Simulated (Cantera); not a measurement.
Charge: 1 mol Si₃N₄, 1.8 mol H₂O, 1.6 mol H₂, equilibrated at 54.0 Pa.

These are equilibrium values from Cantera (NASA tables, ideal gas, pure condensed phases), not measurements of a reactor. Candidate condensed phases: H₂O, Si, SiO₂, Si₂N₂O, Si₃N₄; 35 gas species. Mutual solubility and eutectic melting of coexisting phases are not modelled. The tables hold silica as quartz up to 1696 K and as liquid above; real silica turns to tridymite and cristobalite and melts near 1996 K. Kinetics and transport are ignored. All values below are at 1325 K.

Base state: H₂ 0.849, N₂ 0.150, SiO 0.000462, H 6.49e-5, H₂O 1.85e-5 (mole fractions); condensed: SiO₂(β-quartz) + Si₂N₂O(s).

What changes in the equilibrium state with this change: Si₃N₄ replaced by Si?


```csv
species,before,after
H₂,0.849,0.974
SiO,0.000462,0.0257
H,6.49e-5,6.95e-5
N₂,0.150,0
H₂O,1.85e-5,3.83e-7
"SiO₂(β-quartz), mol",0.199,0.855
"Si₂N₂O(s), mol",1.40,0
"Si(s), mol",0,0.0552
```
